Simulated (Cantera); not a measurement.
Feed: 1 mol SiC, a varied amount of O2, 1.5 mol H2, 0.098 mol CO2, held at 1475 K and 0.533 Torr.

Cantera equilibrium calculation (NASA polynomials, part measured and part estimated; ideal gas, pure solids and liquids). Candidate condensed phases: C, C6H6, C7H8, C8H18, H2O, Si, SiC, SiO2; 123 gas species. Mutual solubility and eutectic melting of coexisting phases are not modelled. The tables hold silica as quartz up to 1696 K and as liquid above; real silica turns to tridymite and cristobalite and melts near 1996 K. The numbers say what is thermodynamically allowed, not how fast it happens.

**Question.** Which condensed phases are stable at each of these points (n(O2) (mol)): 0.034, 0.052, 0.079, 0.12, 0.19, 0.28, 0.44, 0.67, 1?

**Answer.** 
```
n(O2) (mol)         condensed phases  Si condensed (%)
-----------  -----------------------  ----------------
0.034                         SiC(s)              91.7
0.052                         SiC(s)              89.9
0.079                         SiC(s)              87.2
0.12                          SiC(s)              83.1
0.19                          SiC(s)              76.1
0.28                          SiC(s)              67.1
0.44         SiC(s) + SiO2(β-quartz)              58.0
0.67         SiC(s) + SiO2(β-quartz)              58.0
1            SiC(s) + SiO2(β-quartz)              57.0
```

From 0.034 mol O2 to 0.28 mol O2 the condensed part is SiC(s). From 0.44 mol O2 to 1 mol O2 the condensed part is SiC(s) + SiO2(β-quartz).
